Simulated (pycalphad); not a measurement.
**Freezing of Si-Ti alloys with rising Ti**

Source of the numbers: pycalphad with the COST 507 light-alloy database (1999); pressure 1 atm. These are 1990s assessments: newer ones move some temperatures and phases. Amounts are mole fractions of atoms.

Scheil-Gulliver runs (no diffusion in the solid, steps of 4 K) beside full equilibrium.

| alloy | liquidus (K) | Scheil, half solid (K) | Scheil, 80 % solid (K) | Scheil, invariant end (K) | liquid left at that end | equilibrium solidus (K) |
|---|---|---|---|---|---|---|
| Si-37.33Ti (wt.%) | … | at the invariant end | at the invariant end | … | … | … |
| Si-51.99Ti (wt.%) | 1824 | at the invariant end | at the invariant end | 1747 | 0.82 | 1747 |
| Si-64.69Ti (wt.%) | 2221 | 2118 | 1748 | 1747 | 0.20 | 1843 |
| Si-85.59Ti (wt.%) | 2035 | at the invariant end | at the invariant end | 1613 | 0.61 | 1613 |

**Question.** What belongs in the gaps?

**Answer.** 
- Si-37.33Ti (wt.%), liquidus (K): 1709
- Si-37.33Ti (wt.%), Scheil, invariant end (K): 1604
- Si-37.33Ti (wt.%), liquid left at that end: 0.50
- Si-37.33Ti (wt.%), equilibrium solidus (K): 1604
